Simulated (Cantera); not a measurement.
Input: 1 mol CF₄, 0.064 mol CH₄, 9.7 mol H₂, held at 1575 °C and 100000 Pa.

Cantera equilibrium calculation (NASA polynomials, part measured and part estimated; ideal gas, pure solids and liquids). Candidate condensed phases: C, C₆H₆, C₇H₈, C₈H₁₈; 95 gas species. The numbers say what is thermodynamically allowed, not how fast it happens.

Base state: H₂ 0.661, HF 0.338, H 0.000432, CH₄ 0.000288, C₂H₂ (acetylene) 0.000170 (mole fractions); condensed: C(graphite).

**Question.** What changes in the equilibrium state with this change: temperature from 1575 °C to 1725 °C?

**Answer.** 
```json
[
 {"species": "H₂", "before": "0.661", "after": "0.660"},
 {"species": "HF", "before": "0.338", "after": "0.338"},
 {"species": "H", "before": "0.000432", "after": "0.00130"},
 {"species": "C₂H₂ (acetylene)", "before": "0.000170", "after": "0.000501"},
 {"species": "CH₄", "before": "0.000288", "after": "0.000186"},
 {"species": "C(graphite), mol", "before": "1.06", "after": "1.05"}
]
```
